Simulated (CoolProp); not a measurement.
R123 at 298.15 K and 0.0252 MPa is throttled through a valve to 0.0116 MPa with no heat exchange. Each further row changes one setting.

Values from CoolProp's reference Helmholtz-energy equation of state, Younglove 1994. It is a modified Benedict-Webb-Rubin equation, recast in Helmholtz form.

```
case                         temperature change (K)  final density (kg/m³)
---------------------------  ----------------------  ---------------------
as stated                                         …                  0.720
outlet pressure 0.00348 MPa                    -0.8                      …
outlet pressure 0.0151 MPa                        …                      …
```

Problem. What belongs in the gaps?

Solution. 
- as stated, temperature change (K): -0.5
- outlet pressure 0.00348 MPa, final density (kg/m³): 0.216
- outlet pressure 0.0151 MPa, temperature change (K): -0.4
- outlet pressure 0.0151 MPa, final density (kg/m³): 0.939
